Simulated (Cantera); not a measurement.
An adiabatic, constant-pressure homogeneous reactor starts with CO : H₂ : O₂ : N₂ : H₂O = 1 : 0.049 : 0.541 : 5.08 : 1.6 (molar parts), equivalence ratio 0.97, at 1700 K and 0.200 bar. Integrator tolerance rtol = 1e-08.

Model: GRI-Mech 3.0 (53 species, 325 reactions), integrated in Cantera.

Q: What does this change do: pressure from 0.200 bar to 5.00 bar?

A: 
```csv
quantity,before,after
time of steepest temperature rise,0.289 ms,13.2 µs
temperature at 9.00 s,2311 K,2431 K
equilibrium temperature,2311 K,2431 K
x(CO) at 9.00 s,0.0241 (gas-phase equilibrium 0.0241),0.0142 (gas-phase equilibrium 0.0142)
x(H₂) at 9.00 s,0.00817 (gas-phase equilibrium 0.00817),0.00426 (gas-phase equilibrium 0.00426)
x(O₂) at 9.00 s,0.0141 (gas-phase equilibrium 0.0141),0.00822 (gas-phase equilibrium 0.00822)
x(NO) at 9.00 s,0.00377 (gas-phase equilibrium 0.00377),0.00365 (gas-phase equilibrium 0.00365)
x(CO₂) at 9.00 s,0.102 (gas-phase equilibrium 0.102),0.113 (gas-phase equilibrium 0.113)
x(H) at 9.00 s,0.00208 (gas-phase equilibrium 0.00208),0.000541 (gas-phase equilibrium 0.000541)
```
The hydrogen kinetics of GRI-Mech 3.0 are dated; newer H2 mechanisms differ, most at raised pressure.

Q: What does this change do: H2 0.049 to 0.087 parts?

A: 
```
quantity                                                            before                                    after
---------------------------------  ---------------------------------------  ---------------------------------------
time of steepest temperature rise                                 0.289 ms                                 0.251 ms
temperature at 9.00 s                                               2311 K                                   2318 K
equilibrium temperature                                             2311 K                                   2318 K
x(CO) at 9.00 s                      0.0241 (gas-phase equilibrium 0.0241)    0.0257 (gas-phase equilibrium 0.0257)
x(H₂) at 9.00 s                    0.00817 (gas-phase equilibrium 0.00817)  0.00901 (gas-phase equilibrium 0.00901)
x(O₂) at 9.00 s                      0.0141 (gas-phase equilibrium 0.0141)    0.0130 (gas-phase equilibrium 0.0130)
x(NO) at 9.00 s                    0.00377 (gas-phase equilibrium 0.00377)  0.00367 (gas-phase equilibrium 0.00367)
x(CO₂) at 9.00 s                       0.102 (gas-phase equilibrium 0.102)      0.100 (gas-phase equilibrium 0.100)
x(H) at 9.00 s                     0.00208 (gas-phase equilibrium 0.00208)  0.00227 (gas-phase equilibrium 0.00227)
```

Q: What does this change do: constant volume in place of constant pressure?

A: 
```
quantity                                                            before                                    after
---------------------------------  ---------------------------------------  ---------------------------------------
time of steepest temperature rise                                 0.289 ms                                 0.289 ms
temperature at 9.00 s                                               2311 K                                   2379 K
equilibrium temperature                                             2311 K                                   2379 K
x(CO) at 9.00 s                      0.0241 (gas-phase equilibrium 0.0241)    0.0282 (gas-phase equilibrium 0.0282)
x(H₂) at 9.00 s                    0.00817 (gas-phase equilibrium 0.00817)  0.00948 (gas-phase equilibrium 0.00948)
x(O₂) at 9.00 s                      0.0141 (gas-phase equilibrium 0.0141)    0.0159 (gas-phase equilibrium 0.0159)
x(NO) at 9.00 s                    0.00377 (gas-phase equilibrium 0.00377)  0.00456 (gas-phase equilibrium 0.00456)
x(CO₂) at 9.00 s                       0.102 (gas-phase equilibrium 0.102)    0.0978 (gas-phase equilibrium 0.0978)
x(H) at 9.00 s                     0.00208 (gas-phase equilibrium 0.00208)  0.00272 (gas-phase equilibrium 0.00272)
```
